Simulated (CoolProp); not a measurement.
A simple Rankine cycle with R141b: condensing at 333.15 K, boiler at 3.04 MPa, turbine inlet 470.6 K, turbine efficiency 0.75, pump efficiency 0.7, no recuperator. Each further row changes one setting.

Values from CoolProp's reference Helmholtz-energy equation of state, Lemmon 2006. It is a short technical equation, of lower accuracy than the large ones.

```
case                             thermal efficiency (%)  net work (kJ/kg)  heat in (kJ/kg)  turbine exit temperature (K)  volume ratio over the turbine
-------------------------------  ----------------------  ----------------  ---------------  ----------------------------  -----------------------------
as stated                                          14.7              43.1              294                         380.7                           14.5
turbine inlet 490.6 K                              14.8              47.5              320                         405.0                           13.5
condensing temperature 325.15 K              (withheld)              47.4              303                         374.9                     (withheld)
boiler pressure 2.13 MPa                           13.3              41.5              311                         401.5                           9.00
turbine efficiency 0.65                      (withheld)              36.9              294                         387.6                           14.8
```

Q: Complete the blanks.

A: 
- condensing temperature 325.15 K, thermal efficiency (%): 15.6
- condensing temperature 325.15 K, volume ratio over the turbine: 18.2
- turbine efficiency 0.65, thermal efficiency (%): 12.6
